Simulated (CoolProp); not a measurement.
Properties of carbon monoxide along the isotherm -133.15 °C.

Values from CoolProp's reference Helmholtz-energy equation of state, Lemmon 2006. It is a short technical equation, of lower accuracy than the large ones.

```csv
p (kPa),phase,density (kg/m³),cp (kJ/(kg K)),cv (kJ/(kg K)),Joule-Thomson coefficient (K/MPa),isothermal compressibility (1/MPa)
111,gas,2.696,1.053,0.7452,9.692,9.092
172,gas,4.198,1.061,0.7468,9.701,5.898
268,gas,6.595,1.074,0.7495,9.716,3.817
418,gas,10.42,1.095,0.7537,9.739,2.481
650,gas,16.55,1.131,0.7606,9.771,1.631
1010,gas,26.63,1.196,0.7721,9.812,1.091
1580,gas,44.29,1.331,0.7931,9.841,0.7488
2450,gas,77.08,1.679,0.8368,9.725,0.5614
3820,supercritical,162.5,3.797,0.9860,8.409,0.5988
5950,supercritical,438.4,4.367,0.9834,1.960,0.1087
9270,supercritical,521.8,2.708,0.9313,0.6745,0.02939
14400,supercritical,577.9,2.235,0.9319,0.1717,0.01416
22500,supercritical,628.8,1.990,0.9458,-0.1186,0.007890
35000,supercritical,678.0,1.843,0.9669,-0.2987,0.004724
```

The peak of cp marks the crossing from liquid-like to gas-like fluid above the critical point.
